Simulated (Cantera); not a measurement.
A closed system holds: 1 mol Ti(NMe₂)₄, 1.1 mol C₃H₈, 1.3 mol H₂, equilibrated at 29.0 Pa.

These are equilibrium values from Cantera (NASA tables, ideal gas, pure condensed phases), not measurements of a reactor. Candidate condensed phases: C, C₆H₆, C₇H₈, C₈H₁₈, Ti, TiC, TiN; 93 gas species. The feed counts by its element totals alone. TiC: taken at fixed stoichiometry. Rates play no part.

x: gas mole fraction; n: condensed amount in mol.

| T (K) | x H₂ | x H | x N₂ | x HCN | n C(graphite) | n TiC(s) |
|---|---|---|---|---|---|---|
| 1248 | 0.898 | 2.60e-5 | 0.102 | … | 10.3 | 1.00 |
| 1348 | 0.898 | 0.000129 | 0.101 | … | 10.3 | 1.00 |
| 1448 | 0.898 | 0.000513 | 0.101 | … | 10.3 | 1.00 |
| 1548 | 0.897 | 0.00171 | 0.101 | … | 10.3 | 1.00 |
| 1648 | 0.893 | 0.00494 | 0.101 | … | 10.3 | 1.00 |
| 1748 | 0.886 | 0.0126 | 0.100 | … | 10.3 | 1.00 |
| 1848 | 0.870 | 0.0290 | 0.0989 | … | 10.2 | 1.000 |
| 1948 | 0.839 | 0.0608 | 0.0966 | … | 10.2 | 1.000 |
| 2048 | 0.785 | 0.116 | 0.0931 | … | 10.2 | 1.000 |
| 2148 | 0.699 | 0.205 | 0.0877 | … | 10.1 | 0.999 |

**Question.** Some entries are withheld; supply them.

**Answer.** 
- 1248, x HCN: 3.75e-5
- 1348, x HCN: 9.67e-5
- 1448, x HCN: 0.000218
- 1548, x HCN: 0.000442
- 1648, x HCN: 0.000820
- 1748, x HCN: 0.00141
- 1848, x HCN: 0.00226
- 1948, x HCN: 0.00340
- 2048, x HCN: 0.00479
- 2148, x HCN: 0.00628
